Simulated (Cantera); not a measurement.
Input: 1 mol Fe(CO)₅, 0.13 mol O₂, 16 mol N₂, equilibrated at 1023.15 K and 0.133 bar.

These are equilibrium values from Cantera (NASA tables, ideal gas, pure condensed phases), not measurements of a reactor. Candidate condensed phases: C, Fe, Fe(CO)₅, FeO, Fe₂O₃, Fe₃O₄; 27 gas species. Rates play no part.

Base state: N₂ 0.762, CO 0.226, CO₂ 0.0124 (mole fractions); condensed: Fe(α).

Question: What changes in the equilibrium state with this change: O₂ from 0.13 to 0.038 mol?

Answer: 
```
species     before    after
----------  ------  -------
N₂           0.762    0.762
CO           0.226    0.234
CO₂         0.0124  0.00362
Fe(α), mol    1.00     1.00
```
